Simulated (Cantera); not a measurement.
An adiabatic, constant-volume homogeneous reactor starts with H2 : O2 : N2 = 1 : 0.588 : 2.21 (molar parts), equivalence ratio 0.85, at 1525 K and 248 Torr.

Cantera simulation using the H2/O2 subset of GRI-Mech 3.0, which has no nitrogen chemistry; the numbers are that mechanism's predictions, not measurements.

x: mole fraction; the columns are a selection and need not sum to one.

```json
[
 {"t (s)": "5.00e-6", "T (K)": "1525", "P (bar)": "0.330", "x H2": "0.263", "x O2": "0.155", "x H2O": "9.16e-7", "x HO2": "?", "x H2O2": "6.46e-9", "x O": "2.04e-7", "x OH": "1.80e-7"},
 {"t (s)": "9.68e-6", "T (K)": "1525", "P (bar)": "0.330", "x H2": "0.263", "x O2": "0.155", "x H2O": "9.05e-6", "x HO2": "?", "x H2O2": "2.17e-8", "x O": "1.43e-6", "x OH": "1.26e-6"},
 {"t (s)": "1.87e-5", "T (K)": "1525", "P (bar)": "0.330", "x H2": "0.263", "x O2": "0.155", "x H2O": "0.000325", "x HO2": "?", "x H2O2": "8.35e-8", "x O": "4.61e-5", "x OH": "4.07e-5"},
 {"t (s)": "3.62e-5", "T (K)": "1619", "P (bar)": "0.350", "x H2": "0.104", "x O2": "0.0836", "x H2O": "0.109", "x HO2": "?", "x H2O2": "8.04e-7", "x O": "0.0197", "x OH": "0.0139"},
 {"t (s)": "7.01e-5", "T (K)": "1922", "P (bar)": "0.408", "x H2": "0.0496", "x O2": "0.0477", "x H2O": "0.162", "x HO2": "?", "x H2O2": "3.83e-7", "x O": "0.0334", "x OH": "0.0249"},
 {"t (s)": "0.000136", "T (K)": "2257", "P (bar)": "0.468", "x H2": "0.0502", "x O2": "0.0423", "x H2O": "0.176", "x HO2": "5.53e-6", "x H2O2": "1.77e-7", "x O": "0.0286", "x OH": "0.0333"},
 {"t (s)": "0.000263", "T (K)": "2607", "P (bar)": "0.529", "x H2": "0.0462", "x O2": "0.0372", "x H2O": "0.196", "x HO2": "5.88e-6", "x H2O2": "1.74e-7", "x O": "0.0215", "x OH": "0.0389"},
 {"t (s)": "0.000508", "T (K)": "2827", "P (bar)": "0.565", "x H2": "0.0410", "x O2": "0.0341", "x H2O": "0.211", "x HO2": "9.60e-6", "x H2O2": "3.64e-7", "x O": "0.0166", "x OH": "0.0400"},
 {"t (s)": "0.000984", "T (K)": "2849", "P (bar)": "0.568", "x H2": "0.0404", "x O2": "0.0338", "x H2O": "0.212", "x HO2": "1.02e-5", "x H2O2": "4.01e-7", "x O": "0.0161", "x OH": "0.0400"},
 {"t (s)": "0.00190", "T (K)": "2849", "P (bar)": "0.568", "x H2": "0.0404", "x O2": "0.0338", "x H2O": "0.212", "x HO2": "1.02e-5", "x H2O2": "4.01e-7", "x O": "0.0161", "x OH": "0.0400"},
 {"t (s)": "0.00368", "T (K)": "2849", "P (bar)": "0.568", "x H2": "0.0404", "x O2": "0.0338", "x H2O": "0.212", "x HO2": "1.02e-5", "x H2O2": "4.01e-7", "x O": "0.0161", "x OH": "0.0400"},
 {"t (s)": "0.00713", "T (K)": "2849", "P (bar)": "0.568", "x H2": "0.0404", "x O2": "0.0338", "x H2O": "0.212", "x HO2": "1.02e-5", "x H2O2": "4.01e-7", "x O": "0.0161", "x OH": "0.0400"},
 {"t (s)": "0.0138", "T (K)": "2849", "P (bar)": "0.568", "x H2": "0.0404", "x O2": "0.0338", "x H2O": "0.212", "x HO2": "1.02e-5", "x H2O2": "4.01e-7", "x O": "0.0161", "x OH": "0.0400"},
 {"t (s)": "0.0267", "T (K)": "2849", "P (bar)": "0.568", "x H2": "0.0404", "x O2": "0.0338", "x H2O": "0.212", "x HO2": "1.02e-5", "x H2O2": "4.01e-7", "x O": "0.0161", "x OH": "0.0400"},
 {"t (s)": "0.0517", "T (K)": "2849", "P (bar)": "0.568", "x H2": "0.0404", "x O2": "0.0338", "x H2O": "0.212", "x HO2": "1.02e-5", "x H2O2": "4.01e-7", "x O": "0.0161", "x OH": "0.0400"},
 {"t (s)": "0.100", "T (K)": "2849", "P (bar)": "0.568", "x H2": "0.0404", "x O2": "0.0338", "x H2O": "0.212", "x HO2": "1.02e-5", "x H2O2": "4.01e-7", "x O": "0.0161", "x OH": "0.0400"}
]
```

Fill in the missing entries.


- 5.00e-6, x HO2: 5.76e-7
- 9.68e-6, x HO2: 1.15e-6
- 1.87e-5, x HO2: 4.02e-6
- 3.62e-5, x HO2: 1.41e-5
- 7.01e-5, x HO2: 7.87e-6
